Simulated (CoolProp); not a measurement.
n-nonane along the isobar 27.6 bar: fugacity coefficient from the reference equation and from simpler models built on Tc = 321.4 °C, pc = 22.82 bar, ω = 0.443; each cubic takes its own stable root.

Model: reference Helmholtz-energy equation of state, Lemmon 2006, in CoolProp. It is a short technical equation, of lower accuracy than the large ones.

```json
[
 {"T (°C)": "70.35", "phase": "liquid", "reference": "0.002766"},
 {"T (°C)": "107.05", "phase": "liquid", "reference": "0.01135"},
 {"T (°C)": "143.65", "phase": "liquid", "reference": "0.03384"},
 {"T (°C)": "180.25", "phase": "liquid", "reference": "0.07988"},
 {"T (°C)": "216.95", "phase": "liquid", "reference": "0.1582"},
 {"T (°C)": "253.55", "phase": "liquid", "reference": "0.2720"},
 {"T (°C)": "290.25", "phase": "liquid", "reference": "0.4180"},
 {"T (°C)": "326.85", "phase": "supercritical", "reference": "0.5796"}
]
```

Task: How far does each simpler model (van der Waals, Peng-Robinson) lie from the reference over these 8 states: mean and median of the absolute difference, and the worst?

Result: 
- van der Waals: mean 548.5 %, median 171.3 %, worst +2533.8 % at 70.35 °C and 27.6 bar
- Peng-Robinson: mean 1.9 %, median 1.6 %, worst +4.5 % at 70.35 °C and 27.6 bar
